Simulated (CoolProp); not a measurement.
Vapour-liquid equilibrium of R245fa (1) + isopentane (2) at 8.11 bar; x and y are mole fractions of (1).

Values from CoolProp's multi-fluid Helmholtz-energy mixture model, Akasaka 2015 and Lemmon 2006; pair parameters Bell 2016.

```csv
x,bubble temperature (°C),y at the bubble point,dew temperature at overall composition x (°C),liquid density (mol/L)
0.05,98.4,0.155,103.2,7.336
0.15,88.4,0.363,(withheld),7.522
0.25,(withheld),0.484,93.9,7.651
0.35,78.7,(withheld),89.0,7.752
0.45,76.7,0.612,84.0,7.848
0.55,(withheld),0.652,79.2,7.954
0.65,74.9,0.688,75.6,8.084
0.75,74.9,0.729,75.1,8.246
0.85,75.6,0.789,(withheld),8.436
0.95,78.3,0.901,79.6,8.627
```

Question: What belongs in the gaps?

Answer: 
- 0.15, dew temperature at overall composition x (°C): 98.7
- 0.25, bubble temperature (°C): 82.3
- 0.35, y at the bubble point: 0.561
- 0.55, bubble temperature (°C): 75.5
- 0.85, dew temperature at overall composition x (°C): 77.0

y crosses x between x = 0.65 and 0.75: the model has an azeotrope there.

Pair parameters are fitted to limited data, so mixtures are less certain than the pure fluids.
